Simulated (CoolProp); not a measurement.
Properties of ammonia at several states.

The numbers come from the reference Helmholtz-energy equation of state, Gao 2020 in CoolProp.

```csv
T (°C),p (kPa),phase,cv (kJ/(kg K)),Joule-Thomson coefficient (K/MPa),isothermal compressibility (1/MPa)
25.45,1740,liquid,2.780,-0.08495,0.001589
115.55,4820,gas,2.315,10.45,0.2762
86.45,15.4,gas,1.708,14.80,64.99
-70.15,43.9,liquid,2.970,-0.2159,0.0005206
317.15,1960,gas,2.165,3.499,0.5182
356.05,1140,gas,2.221,2.954,0.8833
```
